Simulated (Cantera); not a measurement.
Feed: 1 mol MgF2, 1.4 mol O2, 110 mol H2, equilibrated at 1330 Pa.

Method: chemical equilibrium by Gibbs-energy minimisation in Cantera with the NASA 1993 tables (ideal gas, pure condensed phases). Candidate condensed phases: H2O, Mg, MgF2, MgO, Mg(OH)2; 31 gas species. Rates play no part. All values below are at 1550 K.

Base state: H2 0.965, HF 0.0180, H2O 0.0163, H 0.000268, MgF2 2.33e-5, Mg 1.56e-5 (mole fractions); condensed: MgO(s).

Task: What changes in the equilibrium state with this change: pressure from 1330 Pa to 11.0 Pa?

Result: 
```csv
species,before,after
H2,0.965,0.959
H2O,0.0163,0.0179
HF,0.0180,0.0179
H,0.000268,0.00294
Mg,1.56e-5,0.00171
MgF,2.41e-6,2.39e-5
MgF2,2.33e-5,2.10e-5
"MgO(s), mol",0.995,0.805
```

Task: What changes in the equilibrium state with this change: O2 from 1.4 to 0.63 mol?

Result: 
```json
[
 {"species": "H2", "before": "0.965", "after": "0.979"},
 {"species": "HF", "before": "0.0180", "after": "0.0177"},
 {"species": "H2O", "before": "0.0163", "after": "0.00260"},
 {"species": "MgF2", "before": "2.33e-5", "after": "0.000142"},
 {"species": "Mg", "before": "1.56e-5", "after": "9.92e-5"},
 {"species": "MgF", "before": "2.41e-6", "after": "1.50e-5"},
 {"species": "H", "before": "0.000268", "after": "0.000270"},
 {"species": "MgO(s), mol", "before": "0.995", "after": "0.972"}
]
```
